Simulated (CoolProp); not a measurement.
A single-stage vapour-compression cycle with R1336mzz(E): evaporating at 297.15 K (dew point), condensing at 344.15 K (bubble point), superheat 8 K, subcooling 0 K, compressor efficiency 0.75, no pressure losses. Each further row changes one setting.

Computed with CoolProp (reference Helmholtz-energy equation of state, Akasaka 2023).

```
case                              cooling COP  pressure ratio  discharge temperature (K)  refrigerating effect (kJ/kg)  volumetric capacity (kJ/m³)
--------------------------------  -----------  --------------  -------------------------  ----------------------------  ---------------------------
as stated                                3.44            4.08                      347.2                          91.4                         1180
evaporating temperature 302.15 K          ___            3.43                      347.6                          94.9                         1450
condensing temperature 339.15 K          4.05            3.58                      342.9                          98.1                         1270
subcooling 5 K                           3.69            4.08                      347.2                          98.1                         1270
superheat 18 K                           3.59            4.08                        ___                         100.0                          ___
compressor efficiency 0.65               2.98            4.08                      351.4                          91.4                         1180
```

Problem. Complete the blanks.

Solution. 
- evaporating temperature 302.15 K, cooling COP: 4.06
- superheat 18 K, discharge temperature (K): 357.3
- superheat 18 K, volumetric capacity (kJ/m³): 1240
